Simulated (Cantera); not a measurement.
Input: 1 mol C2H5OH, 9.5 mol H2, 0.082 mol CO2, equilibrated at 0.920 bar.

Cantera equilibrium calculation (NASA polynomials, part measured and part estimated; ideal gas, pure solids and liquids). Candidate condensed phases: C, C6H6, C7H8, C8H18, H2O; 110 gas species. Rates play no part. All values below are at 1000 K.

Base state: H2 0.847, CO 0.0671, CH4 0.0630, H2O 0.0207, CO2 0.00235 (mole fractions); condensed: C(graphite).

Task: What changes in the equilibrium state with this change: H2 from 9.5 to 55 mol?

Result: 
| species | before | after |
|---|---|---|
| H2 | 0.847 | 0.953 |
| CH4 | 0.0630 | 0.0265 |
| H2O | 0.0207 | 0.0103 |
| CO | 0.0671 | 0.00983 |
| CO2 | 0.00235 | 0.000152 |
| C(graphite), mol | 0.415 | 0 |
